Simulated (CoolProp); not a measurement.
CH2F2 (R32) at 293.15 K and 2.28 MPa is throttled through a valve to 0.313 MPa with no heat exchange. Each further row changes one setting.

Computed with CoolProp (reference Helmholtz-energy equation of state, Tillner-Roth 1997).

```csv
case,temperature change (K),final phase,final density (kg/m³)
as stated,?,?,?
outlet pressure 0.0939 MPa,-73.1,"two-phase, vapour fraction 0.323",8.58
outlet pressure 0.407 MPa,-39.9,"two-phase, vapour fraction 0.203",?
```

### Question
Fill in the missing entries.

### Answer

- as stated, temperature change (K): -46.7
- as stated, final phase: two-phase, vapour fraction 0.230
- as stated, final density (kg/m³): 36.9
- outlet pressure 0.407 MPa, final density (kg/m³): 53.0
